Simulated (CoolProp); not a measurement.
Vapour-liquid equilibrium of n-perfluoropentane (1) + n-pentane (2) at 367.3 K; x and y are mole fractions of (1).

Values from CoolProp's multi-fluid Helmholtz-energy mixture model, Gao 2022 and Thol 2019; pair parameters Bell 2016.

```
x     bubble pressure, mixture model (MPa)  bubble pressure, Raoult's law (MPa)  y, mixture model  y, Raoult's law
----  ------------------------------------  -----------------------------------  ----------------  ---------------
0.05                                0.6312                               0.5266             0.190            0.064
0.15                                0.7589                               0.5420             0.354            0.186
0.25                                0.8165                               0.5575             0.425            0.302
0.35                                0.8442                               0.5729             0.468            0.411
0.45                                0.8586                               0.5884             0.505            0.515
0.55                                0.8632                               0.6038             0.547            0.613
0.65                                0.8560                               0.6193             0.600            0.707
0.75                                0.8321                               0.6347             0.671            0.796
0.85                                0.7867                               0.6502             0.769            0.880
0.95                                0.7170                               0.6656             0.909            0.961
```

The largest gap from Raoult's law is +47.4 % in bubble pressure, at x = 0.35. y crosses x between x = 0.45 and 0.55: the model has an azeotrope there.

The pair parameters rest on a limited set of measurements; away from them the model extrapolates.
